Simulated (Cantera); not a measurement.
An isothermal, constant-pressure homogeneous reactor starts with 40.0 % N₂O, 60.0 % O₂, at 1300 K and 120 Torr.

Cantera simulation using GRI-Mech 3.0 (53 species, 325 reactions); the numbers are that mechanism's predictions, not measurements. GRI-Mech 3.0 was tuned for natural gas; its chemistry of N2O as a main component is partial and can be far from experiment. The mechanism lacks the step 2 NO + O2 → 2 NO2, which can matter for NO2 below about 1400 K. The temperature is held fixed by assumption; the heat of reaction is taken as removed at once.

x: mole fraction; the columns are a selection and need not sum to one.

```
t (s)       x N₂O   x O₂      x N₂      x NO      x O     x NO₂
--------  -------  -----  --------  --------  -------  --------
8.00e-6     0.400  0.600   9.43e-7   1.53e-8  8.48e-7    <1e-12
6.09e-5     0.400  0.600   8.83e-6   6.94e-7  4.50e-6    <1e-12
0.000463    0.400  0.600   8.99e-5   1.32e-5  7.57e-6  2.29e-10
0.00353     0.399  0.600  0.000726  0.000115  7.58e-6         ?
0.0268      0.393  0.601   0.00552  0.000883  7.57e-6         ?
0.204       0.349  0.605    0.0392   0.00627  7.51e-6         ?
1.55        0.153  0.626     0.191    0.0301  6.90e-6         ?
11.8      0.00227  0.644     0.309    0.0449  8.83e-7         ?
90.0      5.16e-7  0.644     0.311    0.0447  3.57e-7         ?
```

Problem. What belongs in the gaps?

Solution. 
- 0.00353, x NO₂: 1.66e-8
- 0.0268, x NO₂: 7.04e-7
- 0.204, x NO₂: 1.03e-5
- 1.55, x NO₂: 5.52e-5
- 11.8, x NO₂: 0.000186
- 90.0, x NO₂: 0.000339
